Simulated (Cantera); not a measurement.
A Cantera script and its output.

```python
import numpy as np
import cantera as ct

gas = ct.Solution("gri30.yaml")
gas.TPX = 825, 22000, {'H2': 1.5, 'O2': 1, 'N2': 6.2}
reactor = ct.IdealGasConstPressureReactor(gas, energy="off", clone=False)
net = ct.ReactorNet([reactor])
net.rtol, net.atol = 1e-08, 1e-18
show = ['H2', 'O2', 'HO2', 'NO', 'N2O', 'OH', 'H2O2']
times = np.geomspace(0.0006, 1, 12)

steps = ct.SolutionArray(gas, extra=["t"])
rows = []
print(f"{'t/s':>10s}{'T/K':>9s}{'P/Pa':>11s}" + "".join(f"{s:>11s}" for s in show))
for t in times:
    while net.time < t:
        t_next = net.step()
        steps.append(gas.state, t=t_next)
    rows.append([np.interp(t, steps.t, y) for y in (steps.T, steps.P, *steps(*show).X.T)])
    print(f"{t:10.3e}{rows[-1][0]:9.1f}{rows[-1][1]:11.4g}" + "".join(f"{x:11.3e}" for x in rows[-1][2:]))
rate = np.gradient(steps.T, steps.t)
print("integrator steps:", len(steps.t))
if steps.T.max() > steps.T[0] + 200:
    print(f"time of steepest temperature rise: {steps.t[rate.argmax()]:.4e} s")
gas.TPX = 825, 22000, {'H2': 1.5, 'O2': 1, 'N2': 6.2}
gas.equilibrate("TP")
print(f"equilibrium (TP): T = {gas.T:.1f} K  " + "  ".join(f"{s} {gas[s].X[0]:.3e}" for s in show))
```

It prints:

```
       t/s      T/K       P/Pa         H2         O2        HO2         NO        N2O         OH       H2O2
 6.000e-04    825.0    2.2e+04  1.724e-01  1.149e-01  1.491e-11  5.017e-27  1.300e-19  6.255e-14  8.164e-15
 1.178e-03    825.0    2.2e+04  1.724e-01  1.149e-01  4.138e-11  2.886e-26  4.475e-19  9.839e-14  4.367e-14
 2.312e-03    825.0    2.2e+04  1.724e-01  1.149e-01  1.108e-10  1.279e-25  1.360e-18  1.322e-13  2.333e-13
 4.538e-03    825.0    2.2e+04  1.724e-01  1.149e-01  2.717e-10  4.214e-25  3.616e-18  1.519e-13  1.179e-12
 8.907e-03    825.0    2.2e+04  1.724e-01  1.149e-01  6.134e-10  1.123e-24  8.788e-18  1.656e-13  5.488e-12
 1.748e-02    825.0    2.2e+04  1.724e-01  1.149e-01  1.344e-09  2.844e-24  2.130e-17  1.910e-13  2.415e-11
 3.432e-02    825.0    2.2e+04  1.724e-01  1.149e-01  3.039e-09  7.973e-24  5.613e-17  2.501e-13  1.056e-10
 6.736e-02    825.0    2.2e+04  1.724e-01  1.149e-01  7.668e-09  3.026e-23  1.759e-16  4.131e-13  4.890e-10
 1.322e-01    825.0    2.2e+04  1.724e-01  1.149e-01  2.534e-08  2.295e-22  7.488e-16  1.045e-12  2.716e-09
 2.595e-01    825.0    2.2e+04  1.724e-01  1.149e-01  1.573e-07  7.582e-21  5.771e-15  5.926e-12  2.523e-08
 5.095e-01    825.0    2.2e+04  1.724e-01  1.149e-01  2.519e-06  2.506e-18  1.418e-13  1.466e-10  1.234e-06
 1.000e+00    825.0    2.2e+04  1.100e-01  8.469e-02  3.234e-06  3.559e-10  5.329e-10  2.255e-10  2.974e-05
integrator steps: 1272
equilibrium (TP): T = 825.0 K  H2 3.638e-13  O2 3.145e-02  HO2 7.098e-12  NO 1.176e-06  N2O 5.654e-11  OH 2.286e-09  H2O2 2.948e-12
```

Detailed kinetics in Cantera: GRI-Mech 3.0 (53 species, 325 reactions). Below about 950 K walls govern HO2 and H2O2 in real vessels. The temperature is held fixed by assumption; the heat of reaction is taken as removed at once.
